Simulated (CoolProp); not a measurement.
A single-stage vapour-compression cycle with R134a: evaporating at 304.15 K (dew point), condensing at 358.15 K (bubble point), superheat 0 K, subcooling 5 K, compressor efficiency 0.6, no pressure losses. Each further row changes one setting.

The numbers come from the reference Helmholtz-energy equation of state, Tillner-Roth 1994 in CoolProp.

```json
[
 {"case": "as stated", "cooling COP": "2.18", "pressure ratio": "3.69", "discharge temperature (K)": "375.6", "refrigerating effect (kJ/kg)": "93.7", "volumetric capacity (kJ/m³)": "3620"},
 {"case": "evaporating temperature 309.15 K", "cooling COP": "2.52", "pressure ratio": "3.21", "discharge temperature (K)": "373.9", "refrigerating effect (kJ/kg)": "96.0", "volumetric capacity (kJ/m³)": "4290"},
 {"case": "condensing temperature 353.15 K", "cooling COP": "2.58", "pressure ratio": "3.32", "discharge temperature (K)": "369.4", "refrigerating effect (kJ/kg)": "103", "volumetric capacity (kJ/m³)": "3970"},
 {"case": "subcooling 10 K", "cooling COP": "2.40", "pressure ratio": "3.69", "discharge temperature (K)": "375.6", "refrigerating effect (kJ/kg)": "103", "volumetric capacity (kJ/m³)": "3990"},
 {"case": "superheat 10 K", "cooling COP": "2.24", "pressure ratio": "3.69", "discharge temperature (K)": "385.5", "refrigerating effect (kJ/kg)": "104", "volumetric capacity (kJ/m³)": "3790"},
 {"case": "compressor efficiency 0.5", "cooling COP": "1.81", "pressure ratio": "3.69", "discharge temperature (K)": "381.7", "refrigerating effect (kJ/kg)": "93.7", "volumetric capacity (kJ/m³)": "3620"}
]
```
